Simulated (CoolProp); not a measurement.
Ethanol along the isobar 497 kPa: density (kg/m³) from the reference equation and from simpler models built on Tc = 241.6 °C, pc = 6268 kPa, ω = 0.644; each cubic takes its own stable root.

Model: reference Helmholtz-energy equation of state, Schroeder 2014, in CoolProp.

```
T (°C)   phase  reference
------  ------  ---------
9.55    liquid      798.7
25.85   liquid      784.8
42.15   liquid      770.6
58.45   liquid      755.9
74.65   liquid      740.6
90.95   liquid      724.2
107.25  liquid      706.3
123.45  liquid      686.5
139.75     gas      7.209
156.05     gas      6.832
172.25     gas      6.509
188.55     gas      6.224
204.85     gas      5.969
221.05     gas      5.741
237.35     gas      5.533
```

How far does each simpler model (van der Waals, Redlich-Kwong, Peng-Robinson) lie from the reference over these 15 states: mean and median of the absolute difference, and the worst?


- van der Waals: mean 46.4 %, median 46.2 %, worst -98.9 % at 123.45 °C and 497 kPa
- Redlich-Kwong: mean 27.3 %, median 20.3 %, worst -98.9 % at 123.45 °C and 497 kPa
- Peng-Robinson: mean 2.8 %, median 4.3 %, worst -5.9 % at 123.45 °C and 497 kPa

At some of these states van der Waals, Redlich-Kwong gives the other phase, because its saturation line lies elsewhere.
